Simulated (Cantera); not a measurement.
Feed: 1 mol SiH2Cl2, 0.29 mol C2H4, 410 mol H2, at 20.0 mbar.

Method: chemical equilibrium by Gibbs-energy minimisation in Cantera with the NASA 1993 tables (ideal gas, pure condensed phases). Candidate condensed phases: C, C6H6, C7H8, C8H18, Si, SiC; 109 gas species. Mutual solubility and eutectic melting of coexisting phases are not modelled. The tables' values for SiCl are old estimates; treat these amounts as uncertain. Gases not in the tables: Si2H6 and higher silanes. The numbers say what is thermodynamically allowed, not how fast it happens. All values below are at 1850 K.

Base state: H2 0.991, HCl 0.00468, H 0.00379, Si 0.000322, SiCl2 6.39e-5, SiH 4.50e-5, SiH2 4.18e-5, SiCl 1.39e-5 (mole fractions); condensed: Si(l) + SiC(s).

Task: What changes in the equilibrium state with this change: pressure from 20.0 mbar to 1.30 mbar?

Result: 
```tsv
species	before	after
H2	0.991	0.979
H	0.00379	0.0148
HCl	0.00468	0.00472
Si	0.000322	0.000943
SiH2	4.18e-5	7.85e-6
SiCl2	6.39e-5	1.25e-5
Cl	1.36e-5	5.41e-5
Si2C	4.43e-6	1.30e-5
SiH	4.50e-5	3.34e-5
Si(l), mol	0.215	0
SiC(s), mol	0.578	0.569
```

Task: What changes in the equilibrium state with this change: SiH2Cl2 replaced by SiH4?

Result: 
```tsv
species	before	after
H2	0.991	0.996
H	0.00379	0.00380
Si	0.000322	0.000322
HCl	0.00468	0
SiCl2	6.39e-5	0
SiCl	1.39e-5	0
Cl	1.36e-5	0
SiH2	4.18e-5	4.20e-5
SiH	4.50e-5	4.51e-5
Si(l), mol	0.215	0.247
SiC(s), mol	0.578	0.578
```
